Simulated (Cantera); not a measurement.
What does this Cantera script print?

```python
import numpy as np
import cantera as ct

surf = ct.Interface("ptcombust.yaml", "Pt_surf")
gas = surf.adjacent["gas"]
gas.TPX = 300, 6100, {'CH4': 0.011, 'O2': 0.17, 'N2': 0.79}
jet = ct.ImpingingJet(gas=gas, width=0.046, surface=surf)
jet.inlet.mdot, jet.inlet.T, jet.inlet.X = 0.021, 300, {'CH4': 0.011, 'O2': 0.17, 'N2': 0.79}
jet.set_refine_criteria(ratio=10, slope=0.2, curve=0.3)
show, cover = ['CH4', 'O2', 'H2O', 'OH', 'CO', 'CO2'], ["PT(S)", "H(S)", "O(S)", "OH(S)", "CO(S)", "C(S)"]

rows = []
print(f"{'Ts/K':>7s}" + "".join(f"{s:>11s}" for s in show + cover) + "   (gas at the wall, coverages)")
for i, Ts in enumerate([900, 950, 1000, 1050, 1100, 1150, 1200, 1250]):
    jet.surface.T = Ts
    if i == 0:
        surf.TP = Ts, 6100
        surf.coverages = "PT(S):0.5, O(S):0.5"
        surf.advance_coverages(1.0)
        jet.set_initial_guess(products="inlet")
    jet.solve(loglevel=0, auto=(i == 0))
    rows.append([*(jet.X[gas.species_index(s), -1] for s in show), *surf[cover].coverages])
    print(f"{Ts:7g}" + "".join(f"{x:11.3e}" for x in rows[-1]))
```

Result:

```
   Ts/K        CH4         O2        H2O         OH         CO        CO2      PT(S)       H(S)       O(S)      OH(S)      CO(S)       C(S)   (gas at the wall, coverages)
    900  7.429e-03  1.668e-01  7.268e-03  2.202e-08  2.802e-06  4.755e-03  1.972e-01  3.348e-08  8.023e-01  5.577e-04  2.261e-06  8.042e-09
    950  5.732e-03  1.632e-01  1.040e-02  7.113e-08  2.971e-06  6.818e-03  2.623e-01  8.547e-08  7.371e-01  6.018e-04  1.701e-06  8.143e-09
   1000  4.360e-03  1.603e-01  1.292e-02  1.957e-07  3.039e-06  8.478e-03  3.296e-01  1.826e-07  6.698e-01  5.961e-04  1.209e-06  7.555e-09
   1050  3.355e-03  1.581e-01  1.474e-02  4.760e-07  3.095e-06  9.686e-03  3.971e-01  3.442e-07  6.023e-01  5.607e-04  8.491e-07  6.757e-09
   1100  2.640e-03  1.566e-01  1.602e-02  1.044e-06  3.193e-06  1.053e-02  4.633e-01  5.939e-07  5.362e-01  5.111e-04  6.053e-07  6.001e-09
   1150  2.135e-03  1.556e-01  1.689e-02  2.106e-06  3.365e-06  1.110e-02  5.269e-01  9.582e-07  4.727e-01  4.567e-04  4.431e-07  5.366e-09
   1200  1.761e-03  1.549e-01  1.748e-02  3.962e-06  3.667e-06  1.145e-02  5.870e-01  1.469e-06  4.126e-01  4.026e-04  3.343e-07  4.840e-09
   1250  1.451e-03  1.544e-01  1.797e-02  7.059e-06  4.456e-06  1.162e-02  6.429e-01  2.166e-06  3.568e-01  3.525e-04  2.632e-07  4.333e-09
```

Detailed kinetics in Cantera: Deutschmann's 1995 Pt surface mechanism with GRI-Mech 3.0 gas chemistry. Catalytic surfaces can have several steady states; this one follows from the mechanism file's or the stated starting coverage.
